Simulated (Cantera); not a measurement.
Cantera run, input and output.

```python
import numpy as np
import cantera as ct

gas = ct.Solution("gri30.yaml")
gas.TPX = 925, 1000000, {'CH4': 0.0036, 'O2': 0.0031, 'N2': 1}
reactor = ct.IdealGasConstPressureReactor(gas, energy="off", clone=False)
net = ct.ReactorNet([reactor])
net.rtol, net.atol = 1e-08, 1e-18
show = ['CH4', 'O2', 'CO', 'NO', 'C2H', 'H2O']
times = np.geomspace(7e-05, 40, 11)

steps = ct.SolutionArray(gas, extra=["t"])
rows = []
print(f"{'t/s':>10s}{'T/K':>9s}{'P/Pa':>11s}" + "".join(f"{s:>11s}" for s in show))
for t in times:
    while net.time < t:
        t_next = net.step()
        steps.append(gas.state, t=t_next)
    rows.append([np.interp(t, steps.t, y) for y in (steps.T, steps.P, *steps(*show).X.T)])
    print(f"{t:10.3e}{rows[-1][0]:9.1f}{rows[-1][1]:11.4g}" + "".join(f"{x:11.3e}" for x in rows[-1][2:]))
rate = np.gradient(steps.T, steps.t)
print("integrator steps:", len(steps.t))
if steps.T.max() > steps.T[0] + 200:
    print(f"time of steepest temperature rise: {steps.t[rate.argmax()]:.4e} s")
gas.TPX = 925, 1000000, {'CH4': 0.0036, 'O2': 0.0031, 'N2': 1}
gas.equilibrate("TP")
print(f"equilibrium (TP): T = {gas.T:.1f} K  " + "  ".join(f"{s} {gas[s].X[0]:.3e}" for s in show))
```

Result:

```
       t/s      T/K       P/Pa        CH4         O2         CO         NO        C2H        H2O
 7.000e-05    925.0      1e+06  3.576e-03  3.079e-03  8.290e-23  5.964e-30  3.040e-52  2.295e-16
 2.635e-04    925.0      1e+06  3.576e-03  3.079e-03  4.144e-21  7.000e-29  3.857e-49  3.205e-15
 9.920e-04    925.0      1e+06  3.576e-03  3.079e-03  2.098e-19  9.124e-28  3.988e-46  4.615e-14
 3.734e-03    925.0      1e+06  3.576e-03  3.079e-03  1.146e-17  1.283e-26  4.355e-43  7.243e-13
 1.406e-02    925.0      1e+06  3.576e-03  3.079e-03  6.399e-16  1.893e-25  6.625e-40  1.295e-11
 5.292e-02    925.0      1e+06  3.576e-03  3.079e-03  4.472e-14  3.334e-24  2.774e-36  2.605e-10
 1.992e-01    925.0      1e+06  3.576e-03  3.079e-03  4.920e-12  6.974e-23  2.129e-32  4.885e-09
 7.498e-01    925.0      1e+06  3.576e-03  3.079e-03  2.612e-10  6.534e-22  4.590e-30  4.100e-08
 2.823e+00    925.0      1e+06  3.576e-03  3.079e-03  5.880e-09  3.999e-21  2.264e-28  2.139e-07
 1.063e+01    925.0      1e+06  3.574e-03  3.078e-03  1.604e-07  4.940e-20  5.643e-26  1.605e-06
 4.000e+01    925.0      1e+06  1.303e-03  7.713e-05  1.736e-03  3.049e-13  8.969e-18  3.482e-03
integrator steps: 1582
equilibrium (TP): T = 925.0 K  CH4 1.026e-05  O2 3.750e-25  CO 2.371e-03  NO 1.932e-17  C2H 8.491e-29  H2O 1.402e-03
```

Cantera simulation using GRI-Mech 3.0 (53 species, 325 reactions); the numbers are that mechanism's predictions, not measurements. Below about 1000 K GRI-Mech 3.0 lacks low-temperature oxidation paths.
